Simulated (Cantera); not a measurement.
Feed: 1 mol SiH2Cl2, a varied amount of N2, held at 130 Pa.

Equilibrium computed with Cantera from the NASA thermochemical tables; the gas is ideal and each condensed phase is pure. Candidate condensed phases: NH4Cl, Si, Si3N4; 28 gas species. N2 is the only nitrogen source here; it is nearly inert below about 1500 K, so the nitride shown seldom forms there in practice. Mutual solubility and eutectic melting of coexisting phases are not modelled. The tables' values for SiCl3 are old estimates. Kinetics and transport are ignored.

Question: What condenses at these points (T in K, n(N2) in mol): (1600, 0.62); (1375, 1.5); (1450, 3.8); (1300, 0.4); (1675, 1.5); (1450, 1.5)?

Answer: 
| T (K) | n(N2) in mol | condensed phases | Si condensed (%) |
|---|---|---|---|
| 1600 | 0.62 | Si + Si3N4 | 21.6 |
| 1375 | 1.5 | Si3N4 | 62.3 |
| 1450 | 3.8 | Si3N4 | 51.7 |
| 1300 | 0.4 | Si3N4 | 55.8 |
| 1675 | 1.5 | Si | 20.9 |
| 1450 | 1.5 | Si3N4 | 47.7 |
